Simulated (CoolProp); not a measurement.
Vapour-liquid equilibrium of ethylbenzene (1) + n-nonane (2) at 348 kPa; x and y are mole fractions of (1).

Computed with CoolProp (multi-fluid Helmholtz-energy mixture model, Zhou 2012 and Lemmon 2006; pair parameters Bell 2016).

Problem. Give the bubble temperature and the first vapour's composition at x = 0.05, 0.125, 0.5. Is there an azeotrope?

Solution. x = 0.05: 476.3 K, y = 0.069; x = 0.125: 474.6 K, y = 0.168; x = 0.5: 467.4 K, y = 0.572. No azeotrope shows between x = 0.05 and 0.95.

Pair parameters are fitted to limited data, so mixtures are less certain than the pure fluids.
